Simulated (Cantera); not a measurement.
Charge: 1 mol Si, 0.059 mol O2, 1.7 mol H2, 0.54 mol H2O, at 19.5 Torr.

Cantera equilibrium calculation (NASA polynomials, part measured and part estimated; ideal gas, pure solids and liquids). Candidate condensed phases: H2O, Si, SiO2; 18 gas species. Mutual solubility and eutectic melting of coexisting phases are not modelled. The tables hold silica as quartz up to 1696 K and as liquid above; real silica turns to tridymite and cristobalite and melts near 1996 K. Equilibrium is a limit: real reactors are often held back by kinetics, nucleation or transport. All values below are at 1375 K.

Base state: H2 0.998, SiO 0.00165, H 2.12e-5 (mole fractions); condensed: Si(s) + SiO2(β-quartz).

What changes in the equilibrium state with this change: pressure from 19.5 Torr to 750 Torr?


```json
[
 {"species": "H2", "before": "0.998", "after": "1.000"},
 {"species": "SiO", "before": "0.00165", "after": "4.30e-5"},
 {"species": "H", "before": "2.12e-5", "after": "3.43e-6"},
 {"species": "Si(s), mol", "before": "0.669", "after": "0.671"},
 {"species": "SiO2(β-quartz), mol", "before": "0.327", "after": "0.329"}
]
```
